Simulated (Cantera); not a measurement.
A perfectly stirred reactor is fed with 72.5 % NO, 27.5 % N2, at 1.00 bar; it is held at 2025 K, and followed from long to short residence time.

Detailed kinetics in Cantera: GRI-Mech 3.0 (53 species, 325 reactions).

Question: Predict: x(NO) at τ = 25.0 s; x(N2O) at τ = 25.0 s; x(O) at τ = 25.0 s; x(O2) at τ = 25.0 s; x(N2) at τ = 25.0 s; x(NO) at τ = 37.0 ms; x(N2O) at τ = 37.0 ms; x(O) at τ = 37.0 ms; x(O2) at τ = 37.0 ms; x(N2) at τ = 37.0 ms.

Answer: 
| Property | Value |
|---|---|
| x(NO) at τ = 25.0 s | 0.0372 |
| x(N2O) at τ = 25.0 s | 1.01e-6 |
| x(O) at τ = 25.0 s | 0.000477 |
| x(O2) at τ = 25.0 s | 0.343 |
| x(N2) at τ = 25.0 s | 0.619 |
| x(NO) at τ = 37.0 ms | 0.666 |
| x(N2O) at τ = 37.0 ms | 0.000204 |
| x(O) at τ = 37.0 ms | 0.000169 |
| x(O2) at τ = 37.0 ms | 0.0288 |
| x(N2) at τ = 37.0 ms | 0.304 |
